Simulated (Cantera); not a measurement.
What does this Cantera script print?

```python
import numpy as np
import cantera as ct

gas_names = [...]  # 92 gases of nasa_gas.yaml made of C, H, N
cond_names = """
    C(gr) C6H6(L) C7H8(L) C8H18(L),n-octa
""".split()


# ... load() reads the species with a 1 bar reference pressure and builds the phases ...
atoms = {
    'C3H6': {'C': 3, 'H': 6},
    'H2': {'H': 2},
    'NH3': {'N': 1, 'H': 3},
}
top_T = {'C(gr)': 4500}  # K; cautious upper limits of use, not melting points


# ... equilibrate(T, P, feed) seeds the gas with the atoms and calls Mixture.equilibrate('TP', solver="vcs", rtol=1e-11, max_steps=5000) ...
results = []
feed = {'C3H6': 1, 'H2': 17, 'NH3': 0.36}  # mol
T = 1400  # K
P = 6300000  # Pa
mix = equilibrate(T, P, feed)
results.append((T, P, feed, dict(zip(mix.species_names, mix.species_moles))))
print(gas.report(threshold=1e-06))
for i in range(1, mix.n_phases):
    print(f"{mix.phase(i).name:16s} {mix.phase_moles(i):12.5e} mol")
```

It prints:

```
       temperature   1400 K
          pressure   6.3e+06 Pa
           density   2.52 kg/m^3
  mean mol. weight   4.6561 kg/kmol
   phase of matter   gas

                          1 kg             1 kmol
                     ---------------   ---------------
          enthalpy        5.7849e+06        2.6935e+07  J
   internal energy        3.2849e+06        1.5295e+07  J
           entropy             35193        1.6387e+05  J/K
    Gibbs function       -4.3486e+07       -2.0248e+08  J
 heat capacity c_p            8881.3             41353  J/K
 heat capacity c_v            7095.6             33038  J/K

                      mass frac. Y      mole frac. X     chem. pot. / RT
                     ---------------   ---------------   ---------------
               CH3        7.3936e-06        2.2897e-06           -23.833
               CH4           0.58225           0.16899           -31.062
    C2H2,acetylene        9.8344e-06        1.7586e-06           -18.748
             CH3CN         2.238e-05        2.5383e-06           -39.112
              C2H4        0.00045617         7.571e-05           -33.207
              C2H6        0.00049987        7.7402e-05           -47.665
               HCN        0.00023993        4.1335e-05           -22.509
                H2           0.35525           0.82047           -14.459
               NH3         0.0014602        0.00039922           -34.824
                N2          0.059799          0.009939           -26.271
     [  +82 minor]        9.3406e-06        1.7512e-06

C(gr)             0.00000e+00 mol
```

Equilibrium computed with Cantera from the NASA thermochemical tables; the gas is ideal and each condensed phase is pure. The ideal-gas law is rough above about 30 bar.
